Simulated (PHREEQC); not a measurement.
Solution (25 °C): 0.2 mol Na3PO4, 0.00038 mol K2SiO3 and 0.00017 mol K3PO4 per kg of water. Closed to the air; pH follows from the charge balance.

Equilibrium calculation in PHREEQC: ion-association model, phreeqc.dat.

This is a speciation only: nothing precipitates in the calculation.

Task: Order these Si species by the share of Si that they hold, largest first: H4SiO4, H3SiO4-, H2SiO4-2.

Result: H3SiO4- (78 %), H2SiO4-2 (22 %), H4SiO4 (0.19 %)

Task: Order these P species by the share of P that they hold, largest first: HPO4-2, PO4-3, NaHPO4-.

Result: PO4-3 (89 %), HPO4-2 (8.9 %), NaHPO4- (1.9 %)

The pH is 12.10 and the ionic strength 1.15 mol/kgw. The ionic strength is past about 0.7 mol/kgw, beyond the range of this activity model, so the values are rough.
